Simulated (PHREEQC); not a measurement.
1 kg of water holding 49 mmol/kgw Na2SO4, 5 mmol/kgw MgSO4, 17 mmol/kgw NaCl and 66 mmol/kgw K2SO4 is evaporated at 90 °C; the solids stay in contact with the brine. CO2 from the air is kept out. Solids allowed: Arcanite, Bischofite, Bloedite, Brucite, Carnallite, Epsomite, Glaserite, Halite, Hexahydrite, Kainite, Kieserite, Leonite, Mirabilite, Misenite, Schoenite, Sylvite, Thenardite, MgCl2_4H2O. Others were left out.

The numbers come from PHREEQC with the Pitzer model, pitzer.dat.

Task: Predict ionic strength at water left (kg) = 0.8219, 0.05275, 0.01979.

Result: 
```csv
water left (kg),ionic strength
0.8219,0.465
0.05275,7.24
0.01979,10.8
```

At this temperature some constants are extrapolated from 25 °C, and those without enthalpy data are left unchanged.
